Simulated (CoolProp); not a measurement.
Vapour pressure (kPa) of n-perfluoropentane: the reference equation beside estimates from Tc = 147.9 °C, pc = 2063 kPa, ω = 0.436. Clausius-Clapeyron is anchored at -70.25 °C with a constant enthalpy of vaporisation of 33.36 kJ/mol.

Values from CoolProp's reference Helmholtz-energy equation of state, Gao 2022.

```json
[
 {"T (°C)": "-74.65", "reference": "0.1613", "Lee-Kesler": "0.1590", "Clausius-Clapeyron": "0.1617", "van der Waals": "38.10", "Redlich-Kwong": "1.987", "Soave-Redlich-Kwong": "0.1632", "Peng-Robinson": "0.1888"},
 {"T (°C)": "-70.25", "reference": "0.2507", "Lee-Kesler": "0.2465", "Clausius-Clapeyron": "0.2507", "van der Waals": "44.50", "Redlich-Kwong": "2.756", "Soave-Redlich-Kwong": "0.2527", "Peng-Robinson": "0.2887"},
 {"T (°C)": "-65.95", "reference": "0.3773", "Lee-Kesler": "0.3705", "Clausius-Clapeyron": "0.3779", "van der Waals": "51.47", "Redlich-Kwong": "3.732", "Soave-Redlich-Kwong": "0.3793", "Peng-Robinson": "0.4284"},
 {"T (°C)": "-61.55", "reference": "0.5615", "Lee-Kesler": "0.5510", "Clausius-Clapeyron": "0.5652", "van der Waals": "59.38", "Redlich-Kwong": "5.006", "Soave-Redlich-Kwong": "0.5632", "Peng-Robinson": "0.6291"},
 {"T (°C)": "-57.25", "reference": "0.8127", "Lee-Kesler": "0.7971", "Clausius-Clapeyron": "0.8246", "van der Waals": "67.92", "Redlich-Kwong": "6.574", "Soave-Redlich-Kwong": "0.8135", "Peng-Robinson": "0.8998"},
 {"T (°C)": "-52.85", "reference": "1.165", "Lee-Kesler": "1.143", "Clausius-Clapeyron": "1.195", "van der Waals": "77.53", "Redlich-Kwong": "8.567", "Soave-Redlich-Kwong": "1.164", "Peng-Robinson": "1.276"},
 {"T (°C)": "-48.45", "reference": "1.642", "Lee-Kesler": "1.611", "Clausius-Clapeyron": "1.708", "van der Waals": "88.06", "Redlich-Kwong": "11.02", "Soave-Redlich-Kwong": "1.639", "Peng-Robinson": "1.780"},
 {"T (°C)": "-44.15", "reference": "2.261", "Lee-Kesler": "2.219", "Clausius-Clapeyron": "2.388", "van der Waals": "99.29", "Redlich-Kwong": "13.93", "Soave-Redlich-Kwong": "2.254", "Peng-Robinson": "2.428"},
 {"T (°C)": "-39.75", "reference": "3.090", "Lee-Kesler": "3.035", "Clausius-Clapeyron": "3.322", "van der Waals": "111.8", "Redlich-Kwong": "17.50", "Soave-Redlich-Kwong": "3.078", "Peng-Robinson": "3.290"},
 {"T (°C)": "-35.45", "reference": "4.136", "Lee-Kesler": "4.067", "Clausius-Clapeyron": "4.534", "van der Waals": "125.0", "Redlich-Kwong": "21.65", "Soave-Redlich-Kwong": "4.117", "Peng-Robinson": "4.371"},
 {"T (°C)": "-31.05", "reference": "5.501", "Lee-Kesler": "5.415", "Clausius-Clapeyron": "6.163", "van der Waals": "139.6", "Redlich-Kwong": "26.66", "Soave-Redlich-Kwong": "5.473", "Peng-Robinson": "5.773"},
 {"T (°C)": "-26.75", "reference": "7.182", "Lee-Kesler": "7.079", "Clausius-Clapeyron": "8.230", "van der Waals": "155.0", "Redlich-Kwong": "32.38", "Soave-Redlich-Kwong": "7.143", "Peng-Robinson": "7.490"},
 {"T (°C)": "-22.35", "reference": "9.326", "Lee-Kesler": "9.205", "Clausius-Clapeyron": "10.95", "van der Waals": "171.9", "Redlich-Kwong": "39.17", "Soave-Redlich-Kwong": "9.275", "Peng-Robinson": "9.669"},
 {"T (°C)": "-17.95", "reference": "11.98", "Lee-Kesler": "11.84", "Clausius-Clapeyron": "14.43", "van der Waals": "190.1", "Redlich-Kwong": "47.00", "Soave-Redlich-Kwong": "11.91", "Peng-Robinson": "12.35"}
]
```

Absolute difference from the reference over all 14 rows, mean and median: Lee-Kesler 1.7 and 1.7 %, Clausius-Clapeyron 6.9 and 4.8 %, van der Waals 7408.6 and 4777.2 %, Redlich-Kwong 605.8 and 543.6 %, Soave-Redlich-Kwong 0.5 and 0.5 %, Peng-Robinson 8.7 and 7.9 %.
